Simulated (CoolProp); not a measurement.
Octamethyltrisiloxane (MDM) along the isotherm 301.85 °C: fugacity coefficient from the reference equation and from simpler models built on Tc = 292.2 °C, pc = 14.38 bar, ω = 0.528; each cubic takes its own stable root.

The numbers come from the reference Helmholtz-energy equation of state, Thol 2017 in CoolProp.

```csv
p (bar),phase,reference
0.898,gas,0.9806
1.8,gas,0.9611
2.7,gas,0.9418
3.59,gas,0.9227
4.49,gas,0.9034
5.39,gas,0.8842
6.29,gas,0.8650
7.19,gas,0.8458
```

Question: How far does each simpler model (van der Waals, Redlich-Kwong, Soave-Redlich-Kwong, Peng-Robinson) lie from the reference over these 8 states: mean and median of the absolute difference, and the worst?

Answer: 
- van der Waals: mean 0.8 %, median 0.8 %, worst +1.5 % at 301.85 °C and 7.19 bar
- Redlich-Kwong: mean 0.3 %, median 0.3 %, worst -0.4 % at 301.85 °C and 7.19 bar
- Soave-Redlich-Kwong: mean 0.1 %, median 0.1 %, worst -0.1 % at 301.85 °C and 5.39 bar
- Peng-Robinson: mean 1.2 %, median 1.2 %, worst -1.9 % at 301.85 °C and 7.19 bar
